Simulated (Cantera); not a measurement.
Cantera run:

```python
import numpy as np
import cantera as ct

gas_names = """
    Cu CuO Cu2 H HO2 H2 H2O H2O2 O OH O2 O3
""".split()
cond_names = """
    Cu(cr) Cu(L) CuO(s) CuO2H2(s) Cu2O(s) Cu2O(L) H2O(s) H2O(L)
""".split()


# ... load() reads the species with a 1 bar reference pressure and builds the phases ...
atoms = {
    'CuO': {'Cu': 1, 'O': 1},
    'H2': {'H': 2},
    'H2O': {'H': 2, 'O': 1},
}
top_T = {'CuO(s)': 1390}  # K; cautious upper limits of use, not melting points


# ... equilibrate(T, P, feed) seeds the gas with the atoms and calls Mixture.equilibrate('TP', solver="vcs", rtol=1e-11, max_steps=5000) ...
results = []
feed = {'CuO': 1, 'H2': 12, 'H2O': 8.2}  # mol
P = 22  # Pa
for T in [948, 1048, 1148, 1248, 1348, 1448, 1548, 1648, 1748, 1848]:
    mix = equilibrate(T, P, feed)
    results.append((T, P, feed, dict(zip(mix.species_names, mix.species_moles))))

top = {s: max(r[3][s] / sum(r[3][g] for g in gas_names) for r in results) for s in gas_names}
cols = sorted((s for s in top if top[s] > 1e-05), key=lambda s: -top[s])[:6]
seen = [c for c in cond_names if any(r[3].get(c, 0) > 1e-12 for r in results)]
print("log10 of partial pressures in bar; condensed amounts in mol")
print(f"{'T/K':>10s}" + "".join(f"{s[:9]:>10s}" for s in cols + seen))
for T, P, feed, n in results:
    ng = sum(n[g] for g in gas_names)
    print(f"{T:10.4g}" + "".join(f"{np.log10(max(n[s] / ng * P / 1e5, 1e-99)):10.3f}" for s in cols)
          + "".join(f"{n.get(c, 0):10.4g}" for c in seen))
```

Output:

```
log10 of partial pressures in bar; condensed amounts in mol
       T/K        H2       H2O        Cu         H        OH         O    Cu(cr)     Cu(L)
       948    -3.922    -3.999   -11.763   -11.241   -14.158   -21.373         1         0
      1048    -3.922    -3.999   -10.009   -10.073   -12.652   -18.742         1         0
      1148    -3.922    -3.999    -8.565    -9.106   -11.407   -16.565    0.9998         0
      1248    -3.922    -3.999    -7.356    -8.291   -10.360   -14.733     0.996         0
      1348    -3.923    -4.000    -6.329    -7.597    -9.468   -13.171    0.9569         0
      1448    -3.928    -4.006    -5.479    -7.000    -8.700   -11.823         0    0.6905
      1548    -3.943    -4.020    -4.985    -6.483    -8.037   -10.647         0         0
      1648    -3.945    -4.021    -4.985    -6.023    -7.446    -9.613         0         0
      1748    -3.949    -4.023    -4.986    -5.616    -6.924    -8.694         0         0
      1848    -3.959    -4.028    -4.990    -5.255    -6.457    -7.871         0         0
```

Cantera equilibrium calculation (NASA polynomials, part measured and part estimated; ideal gas, pure solids and liquids).
